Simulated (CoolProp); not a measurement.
Vapour-liquid equilibrium of trans-2-butene (1) + acetone (2) at 398.3 K; x and y are mole fractions of (1).

The numbers come from the multi-fluid Helmholtz-energy mixture model, Lemmon 2005 and Lemmon 2006; pair parameters Bell 2016 in CoolProp.

Give the bubble pressure and the first vapour's composition at x = 0.425, 0.725, 0.8. Is there an azeotrope?

x = 0.425: 1726 kPa, y = 0.680; x = 0.725: 2140 kPa, y = 0.823; x = 0.8: 2226 kPa, y = 0.862. No azeotrope shows between x = 0.05 and 0.95.

The pair parameters rest on a limited set of measurements; away from them the model extrapolates.
